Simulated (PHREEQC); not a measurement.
Dissolve 0.13 mol/kgw KOH at 20 °C. Closed to the air; pH follows from the charge balance.

All values are PHREEQC results (ion-association model, phreeqc.dat), not measurements.

Each row changes one thing in this solution. Precipitation was switched off in this run.

```tsv
case	pH	ionic strength (mol/kgw)
as made	13.15	0.130
temperature from 20 to 65 °C	11.88	0.130
temperature from 20 to 25 °C	12.98	0.130
KOH from 0.13 to 0.026 mol/kgw	12.51	0.0260
KOH from 0.13 to 0.195 mol/kgw	13.31	0.195
diluted 100-fold with water	11.26	0.00130
KOH from 0.13 to 0.117 mol/kgw	13.11	0.117
KOH from 0.13 to 0.143 mol/kgw	13.19	0.143
KOH replaced by K2CO3 at the same molality	11.51	0.387
```

Away from 25 °C the constants follow the database's enthalpies or fits; those with neither stay at their 25 °C values.
